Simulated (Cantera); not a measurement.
Charge: 1 mol FeS, 0.31 mol H2, 32 mol N2, held at 17.0 mbar.

Method: chemical equilibrium by Gibbs-energy minimisation in Cantera with the NASA 1993 tables (ideal gas, pure condensed phases). Candidate condensed phases: Fe, FeS, FeS2, S; 16 gas species. Metal and sulfide melt together well below either melting point, which pure phases cannot show. Mutual solubility and eutectic melting of coexisting phases are not modelled. FeS: taken at fixed stoichiometry. Equilibrium is a limit: real reactors are often held back by kinetics, nucleation or transport.

**Question.** Which condensed phases are stable at each of these points (T (K)): 1475, 1525, 1575, 1625, 1675, 1725, 1775, 1825, 1875, 1925, 1975, 2025, 2075?

**Answer.** 
```tsv
T (K)	condensed phases	Fe condensed (%)
1475	Fe(γ) + FeS(l)	100.0
1525	Fe(γ) + FeS(l)	100.0
1575	Fe(γ) + FeS(l)	99.9
1625	Fe(γ) + FeS(l)	99.7
1675	Fe(δ) + FeS(l)	99.2
1725	Fe(δ) + FeS(l)	98.2
1775	Fe(δ)	96.1
1825	Fe(l)	91.9
1875	Fe(l)	84.3
1925	Fe(l)	70.4
1975	Fe(l)	46.1
2025	Fe(l)	4.2
2075	gas only	0.0
```

From 1475 K to 1625 K the condensed part is Fe(γ) + FeS(l). From 1675 K to 1725 K the condensed part is Fe(δ) + FeS(l). At 1775 K the condensed part is Fe(δ). From 1825 K to 2025 K the condensed part is Fe(l). At 2075 K nothing is condensed.
